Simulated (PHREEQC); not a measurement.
A solution holds 0.12 mol/kgw H3PO4, at 74 °C. Closed to the air; pH follows from the charge balance.

All values are PHREEQC results (ion-association model, wateq4f.dat), not measurements.

```
Item                       Value
----------------  --------------
pH                          1.69
ionic strength    0.0231 mol/kgw
total alkalinity     -120 meq/kg
```

| species | molality | activity | log γ |
|---|---|---|---|
| H3PO4 | 0.0969 | 0.0974 | 0.002 |
| H+ | 0.0231 | 0.0202 | -0.059 |
| H2PO4- | 0.0231 | 0.0198 | -0.067 |
| HPO4-2 | 1.44e-7 | 7.71e-8 | -0.273 |

This is a speciation only: nothing precipitates in the calculation. Species that the database lacks are ignored. H3PO4, which wateq4f.dat lacks, is added to it with the constant of phreeqc.dat. Away from 25 °C the constants follow the database's enthalpies or fits; those with neither stay at their 25 °C values.
